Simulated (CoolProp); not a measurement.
Values from CoolProp's reference Helmholtz-energy equation of state, Thol 2012.

Task: For benzene, give the phase and the cv (kJ/(kg K)), Joule-Thomson coefficient (K/MPa), expansivity (1/kK) at 85.25 °C and 2300 kPa; 112.25 °C and 2300 kPa; 123.05 °C and 2300 kPa.

Result: 
- 85.25 °C and 2300 kPa: liquid; cv 1.39, Joule-Thomson coefficient -0.326, expansivity 1.38
- 112.25 °C and 2300 kPa: liquid; cv 1.47, Joule-Thomson coefficient -0.269, expansivity 1.50
- 123.05 °C and 2300 kPa: liquid; cv 1.50, Joule-Thomson coefficient -0.242, expansivity 1.56
